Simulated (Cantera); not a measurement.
# Fluorocarbon and chlorocarbon gases: CH₂F₂ + HCl + H₂ + CH₄

Feed: 1 mol CH₂F₂, 0.2 mol HCl, 0.43 mol H₂, 0.011 mol CH₄, equilibrated at 1623 K and 2.40 mbar.

Cantera equilibrium calculation (NASA polynomials, part measured and part estimated; ideal gas, pure solids and liquids). Candidate condensed phases: C, C₆H₆, C₇H₈, C₈H₁₈; 118 gas species. Equilibrium is a limit: real reactors are often held back by kinetics, nucleation or transport.

x(HF): 0.754
x(H₂): 0.170
x(HCl): 0.0752
x(H): 0.000582
x(Cl): 0.000203
x(C₂H₂ (acetylene)): 5.93e-6
n(C(graphite)): 1.01 mol
gas amount: 2.653 mol
